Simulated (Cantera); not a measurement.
An adiabatic, constant-pressure homogeneous reactor starts with CH4 : CO : O2 : N2 = 1 : 0.1 : 0.932 : 4.57 (molar parts), equivalence ratio 2.2, at 1448 K and 1000000 Pa. Integrator tolerance rtol = 1e-08.

Cantera simulation using GRI-Mech 3.0 (53 species, 325 reactions); the numbers are that mechanism's predictions, not measurements.

What does this change do: 0.46 parts H2 added?


```tsv
quantity	before	after
time of steepest temperature rise	0.649 ms	0.130 ms
temperature at 0.700 s	2294 K	2250 K
equilibrium temperature	2294 K	2250 K
x(CH4) at 0.700 s	4.47e-9 (gas-phase equilibrium 5.04e-9)	1.15e-8 (gas-phase equilibrium 1.30e-8)
x(CO) at 0.700 s	0.129 (gas-phase equilibrium 0.129)	0.125 (gas-phase equilibrium 0.125)
x(O2) at 0.700 s	1.50e-7 (gas-phase equilibrium 1.50e-7)	5.22e-8 (gas-phase equilibrium 5.22e-8)
x(NO2) at 0.700 s	3.44e-11 (gas-phase equilibrium 3.44e-11)	1.12e-11 (gas-phase equilibrium 1.12e-11)
x(HO2) at 0.700 s	3.46e-10 (gas-phase equilibrium 3.46e-10)	1.35e-10 (gas-phase equilibrium 1.35e-10)
```

What does this change do: constant volume in place of constant pressure?


```tsv
quantity	before	after
time of steepest temperature rise	0.649 ms	0.584 ms
temperature at 0.700 s	2294 K	2565 K
equilibrium temperature	2294 K	2565 K
x(CH4) at 0.700 s	4.47e-9 (gas-phase equilibrium 5.04e-9)	5.61e-9 (gas-phase equilibrium 6.27e-9)
x(CO) at 0.700 s	0.129 (gas-phase equilibrium 0.129)	0.130 (gas-phase equilibrium 0.130)
x(O2) at 0.700 s	1.50e-7 (gas-phase equilibrium 1.50e-7)	1.25e-6 (gas-phase equilibrium 1.25e-6)
x(NO2) at 0.700 s	3.44e-11 (gas-phase equilibrium 3.44e-11)	5.02e-10 (gas-phase equilibrium 5.02e-10)
x(HO2) at 0.700 s	3.46e-10 (gas-phase equilibrium 3.46e-10)	4.30e-9 (gas-phase equilibrium 4.30e-9)
```
